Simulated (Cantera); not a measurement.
Input: 1 mol Ta2O5, a varied amount of C, 9.9 mol H2, at 950 K and 1 atm.

Equilibrium computed with Cantera from the NASA thermochemical tables; the gas is ideal and each condensed phase is pure. Candidate condensed phases: C, C6H6, C7H8, C8H18, H2O, Ta, TaC, Ta2O5; 113 gas species. TaC: taken at fixed stoichiometry. Condensed phases not in the tables: Ta2C. Rates play no part.

**Question.** At 1.3 mol C, list the 4 most abundant gas species with their mole fractions, and the condensed phases.

**Answer.** H2 0.871, CH4 0.129, CO 9.54e-5, H2O 7.86e-5. Condensed: C(graphite) + TaC(s) + Ta2O5(s).
